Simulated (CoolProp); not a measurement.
Vapour-liquid equilibrium of CHF3 (R23) (1) + propylene (2) at 0.141 MPa; x and y are mole fractions of (1).

Model: multi-fluid Helmholtz-energy mixture model, Penoncello 2003 and Lemmon 2013; pair parameters Bell 2016, in CoolProp.

### Question
Give the bubble temperature and the first vapour's composition at x = 0.35, 0.85, 0.95. Is there an azeotrope?

### Answer
x = 0.35: 201.0 K, y = 0.838; x = 0.85: 197.6 K, y = 0.915; x = 0.95: 197.2 K, y = 0.960. No azeotrope shows between x = 0.05 and 0.95.

The pair parameters rest on a limited set of measurements; away from them the model extrapolates. With so large a gap from Raoult's law the liquid may split in two, which this calculation doesn't test in full.
